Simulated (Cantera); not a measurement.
Cantera run:

```python
import numpy as np
import cantera as ct

gas_names = [...]  # 113 gases of nasa_gas.yaml made of C, Cu, H, O
cond_names = """
    C(gr) C6H6(L) C7H8(L) C8H18(L),n-octa Cu(cr) Cu(L) CuO(s) CuO2H2(s) Cu2O(s) Cu2O(L) H2O(s) H2O(L)
""".split()


# ... load() reads the species with a 1 bar reference pressure and builds the phases ...
atoms = {
    'CuO': {'Cu': 1, 'O': 1},
    'CO': {'C': 1, 'O': 1},
    'H2': {'H': 2},
}
top_T = {'C(gr)': 4500, 'CuO(s)': 1390}  # K; cautious upper limits of use, not melting points


# ... equilibrate(T, P, feed) seeds the gas with the atoms and calls Mixture.equilibrate('TP', solver="vcs", rtol=1e-11, max_steps=5000) ...
results = []
feed = {'CuO': 1, 'CO': 4.6, 'H2': 6.7}  # mol
T = 1348.15  # K
P = 100  # Pa
mix = equilibrate(T, P, feed)
results.append((T, P, feed, dict(zip(mix.species_names, mix.species_moles))))
print(gas.report(threshold=0.001))
for i in range(1, mix.n_phases):
    print(f"{mix.phase(i).name:16s} {mix.phase_moles(i):12.5e} mol")
```

Result:

```
       temperature   1348.2 K
          pressure   100 Pa
           density   0.00012522 kg/m^3
  mean mol. weight   14.036 kg/kmol
   phase of matter   gas

                          1 kg             1 kmol
                     ---------------   ---------------
          enthalpy       -2.4077e+06       -3.3795e+07  J
   internal energy       -3.2062e+06       -4.5004e+07  J
           entropy             19571         2.747e+05  J/K
    Gibbs function       -2.8792e+07       -4.0413e+08  J
 heat capacity c_p            2447.2             34350  J/K
 heat capacity c_v            1854.9             26035  J/K

                      mass frac. Y      mole frac. X     chem. pot. / RT
                     ---------------   ---------------   ---------------
                CO           0.76422           0.38297           -44.166
               CO2           0.07497          0.023911           -75.425
                H2          0.075843           0.52806           -25.844
               H2O          0.082835           0.06454           -57.102
     [ +109 minor]         0.0021318        0.00052334

C(gr)             0.00000e+00 mol
Cu(cr)            9.94686e-01 mol
CuO(s)            0.00000e+00 mol
CuO2H2(s)         0.00000e+00 mol
Cu2O(s)           0.00000e+00 mol
```

Cantera equilibrium calculation (NASA polynomials, part measured and part estimated; ideal gas, pure solids and liquids).
